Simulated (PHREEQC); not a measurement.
Consider water at 25 °C with 19 mmol/kgw NH3 and 0.072 mmol/kgw CO2. Closed to the air; pH follows from the charge balance.

All values are PHREEQC results (ion-association model, wateq4f.dat), not measurements.

Each row changes one thing in this solution. No solid was allowed to form.

| case | pH | ionic strength (mol/kgw) | NH3 (mol/kgw) | NH4+ (mol/kgw) | CO3-2 (mol/kgw) | HCO3- (mol/kgw) |
|---|---|---|---|---|---|---|
| as made | 10.71 | 0.000702 | 0.0184 | 0.000650 | 5.21e-5 | 1.99e-5 |
| CO2 replaced by NH4HCO3 at the same molality | 10.71 | 0.000704 | 0.0184 | 0.000651 | 5.21e-5 | 1.99e-5 |
| CO2 from 7.2e-05 to 0.000144 mol/kgw | 10.66 | 0.000822 | 0.0183 | 0.000721 | 0.000101 | 4.27e-5 |
| CO2 from 7.2e-05 to 3.6e-05 mol/kgw | 10.73 | 0.000643 | 0.0184 | 0.000617 | 2.64e-5 | 9.60e-6 |
| NH3 from 0.019 to 0.0209 mol/kgw | 10.73 | 0.000733 | 0.0202 | 0.000680 | 5.29e-5 | 1.91e-5 |
| 0.0043 mol/kgw (NH4)2CO3 added | 9.86 | 0.00712 | 0.0218 | 0.00578 | 0.00133 | 0.00304 |
| CO2 from 7.2e-05 to 6.48e-05 mol/kgw | 10.71 | 0.000691 | 0.0184 | 0.000644 | 4.70e-5 | 1.78e-5 |
